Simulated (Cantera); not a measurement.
Charge: 1 mol SiH2Cl2, 4.9 mol N2, at 852 °C and 750 Torr.

Equilibrium computed with Cantera from the NASA thermochemical tables; the gas is ideal and each condensed phase is pure. Candidate condensed phases: NH4Cl, Si, Si3N4; 28 gas species. N2 is the only nitrogen source here; it is nearly inert below about 1500 K, so the nitride shown seldom forms there in practice. The tables' values for SiCl3 are old estimates; treat these amounts as uncertain. Kinetics and transport are ignored.

Base state: N2 0.713, HCl 0.173, H2 0.0759, SiCl4 0.0377, SiHCl3 0.000288, SiCl3 7.56e-5 (mole fractions); condensed: Si3N4(s).

What changes in the equilibrium state with this change: pressure from 750 Torr to 0.0698 Torr?


```json
[
 {"species": "N2", "before": "0.713", "after": "0.698"},
 {"species": "HCl", "before": "0.173", "after": "0.236"},
 {"species": "H2", "before": "0.0759", "after": "0.0432"},
 {"species": "SiCl4", "before": "0.0377", "after": "0.0185"},
 {"species": "SiCl2", "before": "1.86e-6", "after": "0.00301"},
 {"species": "SiCl3", "before": "7.56e-5", "after": "0.00212"},
 {"species": "SiHCl3", "before": "0.000288", "after": "5.88e-5"},
 {"species": "Si3N4(s), mol", "before": "0.255", "after": "0.284"}
]
```

What changes in the equilibrium state with this change: temperature from 852 °C to 1802 °C?


```json
[
 {"species": "N2", "before": "0.713", "after": "0.703"},
 {"species": "H2", "before": "0.0759", "after": "0.107"},
 {"species": "SiCl2", "before": "1.86e-6", "after": "0.100"},
 {"species": "HCl", "before": "0.173", "after": "0.0828"},
 {"species": "SiCl4", "before": "0.0377", "after": "0.000209"},
 {"species": "SiCl", "before": "<1e-9", "after": "0.000385"},
 {"species": "Si", "before": "<1e-9", "after": "7.27e-5"},
 {"species": "Si3N4(s), mol", "before": "0.255", "after": "0.0978"}
]
```
The tables' values for SiCl3, SiCl, SiN are old estimates; treat these amounts as uncertain. Gases not in the tables: Si2H6 and higher silanes.
